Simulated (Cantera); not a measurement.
Charge: 1 mol NaCl, 1.9 mol HCl, 26 mol H2, at 1050 K and 0.100 bar.

Cantera equilibrium calculation (NASA polynomials, part measured and part estimated; ideal gas, pure solids and liquids). Candidate condensed phases: Na, NaCl; 10 gas species. The numbers say what is thermodynamically allowed, not how fast it happens.

Base state: H2 0.929, HCl 0.0679, NaCl 0.00211, Na2Cl2 0.000910 (mole fractions); condensed: NaCl(s).

What changes in the equilibrium state with this change: temperature from 1050 K to 1848.15 K?


```json
[
 {"species": "H2", "before": "0.929", "after": "0.897"},
 {"species": "HCl", "before": "0.0679", "after": "0.0665"},
 {"species": "NaCl", "before": "0.00211", "after": "0.0336"},
 {"species": "H", "before": "2.47e-8", "after": "0.00159"},
 {"species": "Na", "before": "3.52e-9", "after": "0.000894"},
 {"species": "Cl", "before": "1.65e-9", "after": "8.95e-5"},
 {"species": "Na2Cl2", "before": "0.000910", "after": "1.45e-5"},
 {"species": "NaCl(s), mol", "before": "0.890", "after": "0"}
]
```
